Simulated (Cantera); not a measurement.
Cantera with NASA thermochemical tables; ideal gases at 1 bar, condensed phases pure. Values are per mole of reaction as written; species without (g) are pure solids or liquids, kept so even where they would boil at 1 bar. The tables' values for C2F4 are old estimates.

2 Cu + 2 CF4(g) → C2F4(g) + 2 CuF2

| T (K) | ΔH° (kJ) | ΔS° (J/K) | ΔG° (kJ) | log10 K | condensed phases |
|---|---|---|---|---|---|
| 673 | 145.8 | -99.9 | 213.0 | -16.53 | Cu(s), CuF2(s) |
| 723 | 148.0 | -96.7 | 217.9 | -15.74 | Cu(s), CuF2(s) |
| 773 | 150.3 | -93.6 | 222.7 | -15.05 | Cu(s), CuF2(s) |
| 823 | 152.6 | -90.8 | 227.3 | -14.42 | Cu(s), CuF2(s) |
| 873 | 154.9 | -88.0 | 231.7 | -13.87 | Cu(s), CuF2(s) |
| 923 | (withheld) | (withheld) | (withheld) | (withheld) | Cu(s), CuF2(s) |
| 973 | 159.5 | -83.0 | 240.3 | -12.90 | Cu(s), CuF2(s) |
| 1023 | 161.8 | -80.7 | 244.4 | -12.48 | Cu(s), CuF2(s) |
| 1073 | 164.2 | -78.5 | 248.4 | -12.09 | Cu(s), CuF2(s) |
| 1123 | (withheld) | (withheld) | (withheld) | (withheld) | Cu(s), CuF2(l) |

Fill in the missing entries.


- 923, ΔH° (kJ): 157.2
- 923, ΔS° (J/K): -85.5
- 923, ΔG° (kJ): 236.1
- 923, log10 K: -13.36
- 1123, ΔH° (kJ): 277.2
- 1123, ΔS° (J/K): 23.5
- 1123, ΔG° (kJ): 250.8
- 1123, log10 K: -11.67
